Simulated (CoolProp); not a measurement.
Vapour-liquid equilibrium of R134a (1) + R227EA (2) at 256.6 K; x and y are mole fractions of (1).

Computed with CoolProp (multi-fluid Helmholtz-energy mixture model, Tillner-Roth 1994 and Lemmon 2016; pair parameters Bell 2016).

```json
[
 {"x": "0.05", "bubble pressure, mixture model (MPa)": "[?]", "bubble pressure, Raoult's law (MPa)": "0.1031", "y, mixture model": "[?]", "y, Raoult's law": "0.075"},
 {"x": "0.125", "bubble pressure, mixture model (MPa)": "0.1098", "bubble pressure, Raoult's law (MPa)": "0.1071", "y, mixture model": "0.194", "y, Raoult's law": "0.179"},
 {"x": "0.2", "bubble pressure, mixture model (MPa)": "0.1149", "bubble pressure, Raoult's law (MPa)": "0.1111", "y, mixture model": "0.292", "y, Raoult's law": "0.277"},
 {"x": "0.275", "bubble pressure, mixture model (MPa)": "[?]", "bubble pressure, Raoult's law (MPa)": "0.1151", "y, mixture model": "0.380", "y, Raoult's law": "0.367"},
 {"x": "0.35", "bubble pressure, mixture model (MPa)": "0.1244", "bubble pressure, Raoult's law (MPa)": "0.1191", "y, mixture model": "0.460", "y, Raoult's law": "0.452"},
 {"x": "0.425", "bubble pressure, mixture model (MPa)": "0.1287", "bubble pressure, Raoult's law (MPa)": "0.1231", "y, mixture model": "0.533", "y, Raoult's law": "0.531"},
 {"x": "0.5", "bubble pressure, mixture model (MPa)": "[?]", "bubble pressure, Raoult's law (MPa)": "0.1271", "y, mixture model": "0.601", "y, Raoult's law": "0.605"},
 {"x": "0.575", "bubble pressure, mixture model (MPa)": "[?]", "bubble pressure, Raoult's law (MPa)": "0.1311", "y, mixture model": "[?]", "y, Raoult's law": "0.674"},
 {"x": "0.65", "bubble pressure, mixture model (MPa)": "[?]", "bubble pressure, Raoult's law (MPa)": "0.1351", "y, mixture model": "0.726", "y, Raoult's law": "0.740"},
 {"x": "0.725", "bubble pressure, mixture model (MPa)": "0.1435", "bubble pressure, Raoult's law (MPa)": "0.1391", "y, mixture model": "0.785", "y, Raoult's law": "0.801"},
 {"x": "0.8", "bubble pressure, mixture model (MPa)": "0.1466", "bubble pressure, Raoult's law (MPa)": "0.1431", "y, mixture model": "0.844", "y, Raoult's law": "0.860"},
 {"x": "0.875", "bubble pressure, mixture model (MPa)": "0.1494", "bubble pressure, Raoult's law (MPa)": "0.1470", "y, mixture model": "0.901", "y, Raoult's law": "0.915"},
 {"x": "0.95", "bubble pressure, mixture model (MPa)": "0.1521", "bubble pressure, Raoult's law (MPa)": "0.1510", "y, mixture model": "[?]", "y, Raoult's law": "0.967"}
]
```

### Question
Complete the blanks.

### Answer

- 0.05, bubble pressure, mixture model (MPa): 0.1043
- 0.05, y, mixture model: 0.083
- 0.275, bubble pressure, mixture model (MPa): 0.1198
- 0.5, bubble pressure, mixture model (MPa): 0.1328
- 0.575, bubble pressure, mixture model (MPa): 0.1366
- 0.575, y, mixture model: 0.665
- 0.65, bubble pressure, mixture model (MPa): 0.1401
- 0.95, y, mixture model: 0.960

The largest gap from Raoult's law is +4.5 % in bubble pressure, at x = 0.425. No azeotrope shows between x = 0.05 and 0.95.

Pair parameters are fitted to limited data, so mixtures are less certain than the pure fluids.
